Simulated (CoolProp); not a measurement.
The fluid at 863.94 K and 0.486 MPa flows at 14 m/s in a round tube of 100 mm bore and 15 µm roughness, fully developed (64/Re and Nu = 3.66 if laminar; Colebrook and Gnielinski if turbulent). The same conditions are run with several fluids, on thermodynamics alone (safety and materials aside).

Values from CoolProp's reference Helmholtz-energy equation of state of each fluid (water: Wagner 2002; oxygen: Schmidt 1985; dry air: Lemmon 2000; normal hydrogen: Leachman 2009; carbon dioxide: Span 1996). Blends and air are pseudo-pure fits.

```json
[
 {"fluid": "water", "Reynolds number": "53000", "Darcy friction factor": "0.0212", "pressure drop (Pa/m)": "25.3", "heat-transfer coefficient (W/(m² K))": "102", "mass flow (kg/h)": "484"},
 {"fluid": "oxygen", "Reynolds number": "67800", "Darcy friction factor": "0.0202", "pressure drop (Pa/m)": "42.7", "heat-transfer coefficient (W/(m² K))": "90.5", "mass flow (kg/h)": "856"},
 {"fluid": "dry air", "Reynolds number": "69600", "Darcy friction factor": "0.0201", "pressure drop (Pa/m)": "38.5", "heat-transfer coefficient (W/(m² K))": "86.1", "mass flow (kg/h)": "774"},
 {"fluid": "normal hydrogen", "Reynolds number": "10200", "Darcy friction factor": "0.0310", "pressure drop (Pa/m)": "4.13", "heat-transfer coefficient (W/(m² K))": "120", "mass flow (kg/h)": "53.9"},
 {"fluid": "carbon dioxide", "Reynolds number": "112000", "Darcy friction factor": "0.0184", "pressure drop (Pa/m)": "53.6", "heat-transfer coefficient (W/(m² K))": "129", "mass flow (kg/h)": "1180"}
]
```

Above 300 K oxygen's equation is extrapolated.

Transport values come from each fluid's own correlations.
